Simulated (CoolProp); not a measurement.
A single-stage vapour-compression cycle with isohexane: evaporating at 295.15 K (dew point), condensing at 341.15 K (bubble point), superheat 2 K, subcooling 2 K, compressor efficiency 0.85, no pressure losses. Each further row changes one setting.

Computed with CoolProp (reference Helmholtz-energy equation of state, Lemmon 2006). It is a short technical equation, of lower accuracy than the large ones.

```csv
case,cooling COP,pressure ratio,discharge temperature (K),refrigerating effect (kJ/kg),volumetric capacity (kJ/m³)
as stated,___,5.18,341.2,250,221
evaporating temperature 300.15 K,___,4.21,341.2,___,277
condensing temperature 336.15 K,5.20,4.44,336.2,262,232
subcooling 7 K,___,5.18,341.2,262,232
superheat 12 K,4.59,5.18,342.6,267,___
compressor efficiency 0.75,___,5.18,341.2,250,221
```

Problem. Fill in the missing entries.

Solution. 
- as stated, cooling COP: 4.49
- evaporating temperature 300.15 K, cooling COP: 5.26
- evaporating temperature 300.15 K, refrigerating effect (kJ/kg): 258
- subcooling 7 K, cooling COP: 4.71
- superheat 12 K, volumetric capacity (kJ/m³): 228
- compressor efficiency 0.75, cooling COP: 3.97

The compression ends wet for: as stated; evaporating temperature 300.15 K; condensing temperature 336.15 K; subcooling 7 K; compressor efficiency 0.75.
